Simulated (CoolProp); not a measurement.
Vapour-liquid equilibrium of ethanol (1) + ethylbenzene (2) at 0.0366 MPa; x and y are mole fractions of (1).

Model: multi-fluid Helmholtz-energy mixture model, Schroeder 2014 and Zhou 2012; pair parameters Bell 2016, in CoolProp.

```csv
x,"bubble temperature, mixture model (K)","bubble temperature, Raoult's law (K)","y, mixture model","y, Raoult's law"
0.05,349.6,367.9,0.613,0.255
0.2,332.0,354.3,0.830,0.617
0.35,329.3,346.0,0.855,0.775
0.5,329.0,340.1,0.859,0.864
0.65,328.8,335.5,0.863,0.922
0.8,328.3,331.8,0.883,0.962
0.95,327.7,328.7,0.953,0.992
```

The largest gap from Raoult's law is -22.3 K in bubble temperature, at x = 0.2. No azeotrope shows between x = 0.05 and 0.95.

The pair parameters rest on a limited set of measurements; away from them the model extrapolates. With so large a gap from Raoult's law the liquid may split in two, which this calculation doesn't test in full.
